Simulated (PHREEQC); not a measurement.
# Spent oxide etchant: an equilibrium model

Dissolve 0.064 mol HF, 0.005 mol (NH4)2SiF6, 0.16 mol H3PO4 and 0.0018 mol NaCl per kg of water at 20 °C. Closed to the air; pH follows from the charge balance.

All values are PHREEQC results (ion-association model, phreeqc.dat), not measurements.

```yaml
pH: 1.50
ionic_strength: 0.0539 mol/kgw
density: 1.008 g/cm³
total_alkalinity: -244 meq/kg
```

| species | molality | activity | log γ |
|---|---|---|---|
| H3PO4 | 0.125 | 0.127 | 0.005 |
| HF | 0.0614 | 0.0622 | 0.005 |
| H+ | 0.0372 | 0.0316 | -0.070 |
| H2PO4- | 0.0350 | 0.0289 | -0.083 |
| NH4+ | 0.0100 | 0.00797 | -0.099 |
| SiF6-2 | 0.00500 | 0.00228 | -0.340 |
| Cl- | 0.00180 | 0.00146 | -0.091 |
| Na+ | 0.00180 | 0.00148 | -0.085 |
| F- | 0.00177 | 0.00143 | -0.093 |
| HF2- | 0.000401 | 0.000328 | -0.087 |
| NaF | 1.20e-6 | 1.22e-6 | 0.005 |

No solid was allowed to form. SiF6-2 is the database's only silicon fluoride.
